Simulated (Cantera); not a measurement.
Input: 1 mol NH3, a varied amount of H2O, 0.036 mol O2, at 2573.15 K and 100 Pa.

Equilibrium computed with Cantera from the NASA thermochemical tables; the gas is ideal and each condensed phase is pure. Candidate condensed phases: H2O; 24 gas species. The numbers say what is thermodynamically allowed, not how fast it happens.

x: gas mole fraction; nothing condenses.

| n(H2O) (mol) | x H | x H2 | x N2 | x O | x H2O | x OH | x O2 |
|---|---|---|---|---|---|---|---|
| 0.11 | 0.533 | 0.240 | 0.167 | 0.0190 | 0.0264 | 0.0132 | 0.000850 |
| 0.21 | 0.523 | 0.232 | 0.157 | 0.0279 | 0.0375 | 0.0190 | 0.00184 |
| 0.4 | 0.509 | 0.219 | 0.142 | 0.0424 | 0.0539 | 0.0281 | 0.00426 |
| 0.75 | 0.489 | 0.203 | ___ | ___ | ___ | ___ | ___ |
| 1.4 | 0.468 | ___ | ___ | ___ | ___ | ___ | ___ |
| 2.6 | 0.447 | 0.169 | 0.0639 | 0.112 | 0.110 | 0.0652 | 0.0296 |
| 4.9 | 0.431 | 0.157 | 0.0402 | 0.132 | 0.121 | 0.0743 | 0.0413 |

**Question.** Complete the blanks.

**Answer.** 
- 1.4, x H2: 0.185
- 1.4, x N2: 0.0917
- 1.4, x O: 0.0876
- 1.4, x H2O: 0.0939
- 1.4, x OH: 0.0534
- 1.4, x O2: 0.0181
- 0.75, x N2: 0.119
- 0.75, x O: 0.0629
- 0.75, x H2O: 0.0739
- 0.75, x OH: 0.0401
- 0.75, x O2: 0.00936
